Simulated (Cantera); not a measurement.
A closed system holds: 1 mol BF₃, 0.15 mol NH₃, held at 1675 K and 0.100 bar.

These are equilibrium values from Cantera (NASA tables, ideal gas, pure condensed phases), not measurements of a reactor. Candidate condensed phases: B, BN; 31 gas species. The tables' values for BF₂ are old estimates; treat these amounts as uncertain. The numbers say what is thermodynamically allowed, not how fast it happens.

Base state: BF₃ 0.736, H₂ 0.154, N₂ 0.0572, HF 0.0269, BF₂ 0.0168, BHF₂ 0.00889, BF 0.000590, H 0.000144 (mole fractions); condensed: gas only.

Q: What changes in the equilibrium state with this change: pressure from 0.100 bar to 0.450 bar?

A: 
```json
[
 {"species": "BF₃", "before": "0.736", "after": "0.746"},
 {"species": "H₂", "before": "0.154", "after": "0.154"},
 {"species": "N₂", "before": "0.0572", "after": "0.0559"},
 {"species": "BF₂", "before": "0.0168", "after": "0.00804"},
 {"species": "HF", "before": "0.0269", "after": "0.0269"},
 {"species": "BF", "before": "0.000590", "after": "0.000133"},
 {"species": "H", "before": "0.000144", "after": "6.80e-5"},
 {"species": "BHF₂", "before": "0.00889", "after": "0.00904"},
 {"species": "BN(s), mol", "before": "0", "after": "0.00418"}
]
```
